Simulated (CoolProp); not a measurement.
Saturation properties of propylene.

Model: reference Helmholtz-energy equation of state, Lemmon 2013, in CoolProp.

```json
[
 {"T (°C)": "13.15", "p (bar)": "8.487", "vapour density (kg/m³)": "17.82", "liquid cp (kJ/(kg K))": "2.548", "liquid viscosity (µPa s)": "106", "vapour viscosity (µPa s)": "8.34"},
 {"T (°C)": "22.45", "p (bar)": "10.83", "vapour density (kg/m³)": "22.82", "liquid cp (kJ/(kg K))": "2.641", "liquid viscosity (µPa s)": "97.4", "vapour viscosity (µPa s)": "8.77"},
 {"T (°C)": "31.85", "p (bar)": "13.64", "vapour density (kg/m³)": "29.05", "liquid cp (kJ/(kg K))": "2.756", "liquid viscosity (µPa s)": "89.0", "vapour viscosity (µPa s)": "9.28"},
 {"T (°C)": "41.15", "p (bar)": "16.92", "vapour density (kg/m³)": "36.70", "liquid cp (kJ/(kg K))": "2.901", "liquid viscosity (µPa s)": "81.2", "vapour viscosity (µPa s)": "9.88"},
 {"T (°C)": "50.45", "p (bar)": "20.74", "vapour density (kg/m³)": "46.30", "liquid cp (kJ/(kg K))": "3.099", "liquid viscosity (µPa s)": "73.8", "vapour viscosity (µPa s)": "10.6"},
 {"T (°C)": "59.85", "p (bar)": "25.21", "vapour density (kg/m³)": "58.76", "liquid cp (kJ/(kg K))": "3.398", "liquid viscosity (µPa s)": "66.4", "vapour viscosity (µPa s)": "11.5"},
 {"T (°C)": "69.15", "p (bar)": "30.30", "vapour density (kg/m³)": "75.26", "liquid cp (kJ/(kg K))": "3.911", "liquid viscosity (µPa s)": "58.9", "vapour viscosity (µPa s)": "12.8"},
 {"T (°C)": "78.45", "p (bar)": "36.15", "vapour density (kg/m³)": "99.30", "liquid cp (kJ/(kg K))": "5.109", "liquid viscosity (µPa s)": "50.7", "vapour viscosity (µPa s)": "14.7"}
]
```

It boils at -47.6 °C under 1 atm.

Viscosity comes from a separate model (Huber 2003), an estimate that may be off by 10 % or more.
